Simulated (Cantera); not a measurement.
A Cantera script and what it prints.

```python
import numpy as np
import cantera as ct

gas_names = """
    N2 NH3 NO PH3
""".split()
cond_names = """
    P4O10(s)
""".split()


# ... load() reads the species with a 1 bar reference pressure and builds the phases ...
species = {s.name: s for s in load("nasa_gas.yaml", gas_names) + load("nasa_condensed.yaml", cond_names)}
# Each term lists the table entries of one substance; the one whose range holds T is used.
reactions = {
    'P4O10 + 3 N2(g) + 4 NH3(g) = 10 NO(g) + 4 PH3(g)':
        [(-1, ['P4O10(s)']), (-3, ['N2']), (-4, ['NH3']), (10, ['NO']), (4, ['PH3'])],
}


def pick(names, T):
    return next(species[n] for n in names if species[n].thermo.min_temp <= T <= species[n].thermo.max_temp)


results = []
for label, terms in reactions.items():
    print(label)
    print("     T/K   dH/kJ  dS/(J/K)   dG/kJ   log10 K")
    for T in [300, 373, 398, 423, 448, 473, 498, 523, 548, 573, 598]:
        used = [(nu, pick(names, T)) for nu, names in terms]
        dH = sum(nu * s.thermo.h(T) for nu, s in used) / 1e6
        dS = sum(nu * s.thermo.s(T) for nu, s in used) / 1e3
        dG = dH - T * dS / 1e3
        logK = -dG * 1e6 / (ct.gas_constant * T * np.log(10))
        results.append((label, T, dH, dS, dG, logK, [s.name for _, s in used]))
        print(f"{T:8g} {dH:8.1f} {dS:8.1f} {dG:8.1f} {logK:8.2f}")
```

Result:

```
P4O10 + 3 N2(g) + 4 NH3(g) = 10 NO(g) + 4 PH3(g)
     T/K   dH/kJ  dS/(J/K)   dG/kJ   log10 K
     300   4128.2   1374.0   3716.0  -646.99
     373   4127.3   1371.7   3615.7  -506.33
     398   4126.6   1369.7   3581.4  -470.03
     423   4125.6   1367.4   3547.2  -438.02
     448   4124.4   1364.7   3513.1  -409.60
     473   4123.1   1361.7   3479.0  -384.19
     498   4121.5   1358.5   3445.0  -361.33
     523   4119.8   1355.1   3411.1  -340.67
     548   4117.9   1351.6   3377.2  -321.91
     573   4115.9   1347.9   3343.5  -304.79
     598   4113.7   1344.2   3309.8  -289.11
```

Cantera with NASA thermochemical tables; ideal gases at 1 bar, condensed phases pure. Condensed species are held in their standard states even where they would react or evaporate.
